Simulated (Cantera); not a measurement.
An isothermal, constant-pressure homogeneous reactor starts with C₃H₈ : H₂ = 1 : 1.4 (molar parts), at 1298 K and 0.987 atm.

Model: GRI-Mech 3.0 (53 species, 325 reactions), integrated in Cantera. GRI-Mech 3.0 was tuned for natural gas; its chemistry of propane as a main component is partial and can be far from experiment. GRI-Mech 3.0 stops at C3 and has no aromatics, soot or wall deposition, so with more carbon than oxygen in the feed, carbon stays in small species such as C2H2 where larger ones or solid carbon would form.

One state of this run: x C₃H₈ = 9.35e-6; x H₂ = 0.296; x CH₂ = 2.59e-11; x CH₃ = 2.07e-5; x C₂H₆ = 0.00131; x C₂H = 9.05e-11. x: mole fraction; the columns are a selection and need not sum to one.

Task: Which value of t (s) does it belong to?
A. 29.6
B. 4.57e-5
C. 0.0141
D. 0.0956

Result: A, 29.6
